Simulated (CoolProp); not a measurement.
Aqueous propylene glycol as a coolant, at 12 °C, 1 atm.

The numbers come from the Melinder's fits for secondary coolants in CoolProp.

```json
[
 {"mass %": "1", "freezing point (°C)": "-0.2", "density (kg/m³)": "…", "cp (kJ/(kg K))": "4.180", "viscosity (mPa s)": "…", "conductivity (W/(m K))": "0.579"},
 {"mass %": "7.7", "freezing point (°C)": "-2.1", "density (kg/m³)": "1006", "cp (kJ/(kg K))": "…", "viscosity (mPa s)": "1.67", "conductivity (W/(m K))": "0.545"},
 {"mass %": "14.4", "freezing point (°C)": "-4.6", "density (kg/m³)": "1012", "cp (kJ/(kg K))": "4.021", "viscosity (mPa s)": "2.14", "conductivity (W/(m K))": "0.511"},
 {"mass %": "21.1", "freezing point (°C)": "-7.7", "density (kg/m³)": "1018", "cp (kJ/(kg K))": "3.948", "viscosity (mPa s)": "2.79", "conductivity (W/(m K))": "0.479"},
 {"mass %": "27.7", "freezing point (°C)": "-11.4", "density (kg/m³)": "1025", "cp (kJ/(kg K))": "…", "viscosity (mPa s)": "3.69", "conductivity (W/(m K))": "0.448"},
 {"mass %": "34.4", "freezing point (°C)": "-15.9", "density (kg/m³)": "1032", "cp (kJ/(kg K))": "3.771", "viscosity (mPa s)": "4.93", "conductivity (W/(m K))": "0.419"},
 {"mass %": "41.1", "freezing point (°C)": "-21.6", "density (kg/m³)": "1038", "cp (kJ/(kg K))": "3.662", "viscosity (mPa s)": "6.59", "conductivity (W/(m K))": "0.391"},
 {"mass %": "47.8", "freezing point (°C)": "-29.2", "density (kg/m³)": "1043", "cp (kJ/(kg K))": "3.541", "viscosity (mPa s)": "8.70", "conductivity (W/(m K))": "0.364"},
 {"mass %": "54.5", "freezing point (°C)": "-39.3", "density (kg/m³)": "1046", "cp (kJ/(kg K))": "…", "viscosity (mPa s)": "…", "conductivity (W/(m K))": "0.339"}
]
```

Problem. Complete the blanks.

Solution. 
- 1, density (kg/m³): 1001
- 1, viscosity (mPa s): 1.30
- 7.7, cp (kJ/(kg K)): 4.094
- 27.7, cp (kJ/(kg K)): 3.867
- 54.5, cp (kJ/(kg K)): 3.412
- 54.5, viscosity (mPa s): 11.3
